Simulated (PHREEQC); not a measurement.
0.021 g of hydrous ferric oxide (600 m²/g; 0.2 weak and 0.005 strong sites per Fe, Dzombak-Morel constants, diffuse double layer) in 1 kg of water with 0.001 mol/kgw of an inert sodium salt and 9.6e-06 mol/kgw Na2SeO3 and 1.9e-07 mol/kgw Na2SO4, at 25 °C; the pH is set by adding NaOH or the inert anion's acid. No oxygen is let in. No CO2 enters from the air. Slow redox steps are shut off: sulfate isn't reduced. Nothing may precipitate in this run.

Equilibrium calculation in PHREEQC: ion-association model, wateq4f.dat.

```csv
pH,Se sorbed (%),S sorbed (%),surface charge σ (C/m²),surface potential ψ (mV)
4,99.8,99.6,0.073,186
4.5,99.6,98.0,0.046,(withheld)
5,99.1,88.2,0.028,139
6,94.8,11.8,0.010,87
6.5,(withheld),1.8,0.006,60
7,76.8,0.3,0.003,36
7.5,61.1,0.0,0.001,12
8.5,21.8,0.0,-0.002,-31
9,6.4,0.0,-0.005,-54
9.5,(withheld),0.0,-0.009,-80
10,0.1,0.0,-0.016,-107
11,0.0,0.0,-0.055,-155
11.5,0.0,0.0,(withheld),-170
12,0.0,0.0,-0.200,-176
```

What belongs in the gaps?


- 4.5, surface potential ψ (mV): 164
- 6.5, Se sorbed (%): 88.1
- 9.5, Se sorbed (%): 1.0
- 11.5, surface charge σ (C/m²): -0.107

The database's selenite sorption wasn't checked against measurements; a fall in acid may be a fault of its surface constants.
